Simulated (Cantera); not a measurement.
An adiabatic, constant-pressure homogeneous reactor starts with CO : H2 : O2 : N2 = 1 : 0.31 : 0.91 : 3.42 (molar parts), equivalence ratio 0.72, at 1225 K and 0.200 bar.

Cantera simulation using GRI-Mech 3.0 (53 species, 325 reactions); the numbers are that mechanism's predictions, not measurements.

x: mole fraction; the columns are a selection and need not sum to one.

```csv
t (s),T (K),x CO,x H2,x O2,x OH,x NO2,x H2O2,x CO2
6.00e-6,1225,0.177,0.0550,0.161,4.37e-10,<1e-12,<1e-12,2.61e-9
2.58e-5,1225,0.177,0.0550,0.161,4.87e-9,<1e-12,5.37e-12,1.55e-8
0.000111,1225,0.177,0.0550,0.161,7.71e-7,<1e-12,2.69e-10,1.42e-6
0.000476,1499,0.110,0.00499,0.0930,0.00546,4.05e-10,…,0.0696
0.00205,2020,0.0757,0.00555,0.0765,0.0118,5.12e-9,…,0.111
0.00880,2398,0.0550,0.00325,0.0700,0.0122,1.65e-7,…,0.137
0.0378,2492,0.0464,0.00258,0.0643,0.0112,1.58e-6,3.95e-8,0.148
0.162,2488,0.0461,0.00257,0.0623,0.0110,2.45e-6,3.89e-8,0.148
0.698,2488,0.0461,0.00257,0.0623,0.0110,2.46e-6,3.89e-8,0.148
3.00,2488,0.0461,0.00257,0.0623,0.0110,2.46e-6,3.89e-8,0.148
```

Task: Some entries are withheld; supply them.

Result: 
- 0.000476, x H2O2: 2.58e-7
- 0.00205, x H2O2: 4.38e-8
- 0.00880, x H2O2: 2.52e-8
